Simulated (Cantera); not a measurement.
## Equilibrium for carbon deposition, reforming and gasification: C + H2O + N2 + CO2

Feed: 1 mol C, 0.026 mol H2O, 2.2 mol N2, 0.52 mol CO2, held at 1.00 bar.

These are equilibrium values from Cantera (NASA tables, ideal gas, pure condensed phases), not measurements of a reactor. Candidate condensed phases: C, C6H6, C7H8, C8H18, H2O; 136 gas species. The numbers say what is thermodynamically allowed, not how fast it happens.

```csv
T (K),x N2,x CO,x CO2,x H2,x H2O,n C(graphite)
698,0.798,0.00652,0.186,0.00234,0.00699,0.988
898,0.744,0.137,0.110,0.00651,0.00225,0.787
1098,0.674,0.309,0.00872,0.00774,0.000220,0.483
1298,0.669,0.323,0.000552,0.00787,2.36e-5,0.456
1498,0.668,0.324,7.08e-5,0.00785,4.43e-6,0.454
1698,0.668,0.324,1.50e-5,0.00776,1.23e-6,0.453
1898,0.668,0.324,4.49e-6,0.00750,4.37e-7,0.452
2098,0.667,0.324,1.72e-6,0.00698,1.83e-7,0.449
2298,0.667,0.324,7.87e-7,0.00608,8.27e-8,0.444
```
x: gas mole fraction; n: condensed amount in mol.

From 698 K to 2298 K the condensed part is C(graphite). The main C-bearing gas is CO2 at 698 K and CO at 2298 K. The share of C in condensed phases is highest at 698 K (65.0 %) and lowest at 2298 K (29.2 %).
